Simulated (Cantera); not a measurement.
Input: 1 mol CCl4, 0.068 mol H2, held at 10.0 mbar.

Equilibrium computed with Cantera from the NASA thermochemical tables; the gas is ideal and each condensed phase is pure. Candidate condensed phases: C, C6H6, C7H8, C8H18; 91 gas species. Rates play no part. All values below are at 2300 °C.

Base state: Cl 0.965, HCl 0.0311, H 0.00267, Cl2 0.000561, C3 0.000150, H2 6.05e-5, C 4.41e-5, C2 1.40e-5 (mole fractions); condensed: C(graphite).

Q: What changes in the equilibrium state with this change: CCl4 replaced by CH3Cl?

A: 
```json
[
 {"species": "H2", "before": "6.05e-5", "after": "0.378"},
 {"species": "HCl", "before": "0.0311", "after": "0.291"},
 {"species": "H", "before": "0.00267", "after": "0.211"},
 {"species": "Cl", "before": "0.965", "after": "0.114"},
 {"species": "C4H2", "before": "5.33e-9", "after": "3.33e-5"},
 {"species": "C2H2 (acetylene)", "before": "8.82e-7", "after": "0.00551"},
 {"species": "C2H", "before": "3.25e-6", "after": "0.000257"},
 {"species": "C(graphite), mol", "before": "0.998", "after": "0.970"}
]
```
